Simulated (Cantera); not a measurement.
## Thermodynamics of iron carbonyl, mercury and lead vapours, feed Fe(CO)5 + H2 + N2

Input: 1 mol Fe(CO)5, 8.6 mol H2, 5.5 mol N2, held at 0.0210 bar.

Equilibrium computed with Cantera from the NASA thermochemical tables; the gas is ideal and each condensed phase is pure. Candidate condensed phases: C, C6H6, C7H8, C8H18, Fe, Fe(CO)5, FeO, Fe(OH)2, Fe(OH)3, Fe2O3, Fe3O4, H2O; 140 gas species. The numbers say what is thermodynamically allowed, not how fast it happens.

```tsv
T (K)	x H2	x N2	x CO	x H2O	x CH4	x H	x HCN	x CO2	n Fe(α)	n Fe(γ)
1175	0.450	0.288	0.262	8.57e-5	8.15e-5	5.68e-7	2.02e-5	3.89e-5	1.00	0
1225	0.450	0.288	0.262	5.64e-5	4.82e-5	1.44e-6	3.03e-5	2.23e-5	0	1.00
1275	0.450	0.288	0.262	4.59e-5	2.48e-5	3.41e-6	3.68e-5	1.61e-5	0	1.00
1325	0.450	0.288	0.262	4.10e-5	1.24e-5	7.57e-6	4.08e-5	1.28e-5	0	1.000
1375	0.450	0.288	0.262	3.87e-5	6.23e-6	1.59e-5	4.28e-5	1.09e-5	0	1.000
1425	0.450	0.288	0.262	3.77e-5	3.20e-6	3.16e-5	4.35e-5	9.64e-6	0	1.000
1475	0.450	0.288	0.262	3.73e-5	1.69e-6	6.00e-5	4.35e-5	8.73e-6	0	1.000
```
x: gas mole fraction; n: condensed amount in mol.

At 1175 K the condensed part is Fe(α). From 1225 K to 1475 K the condensed part is Fe(γ).
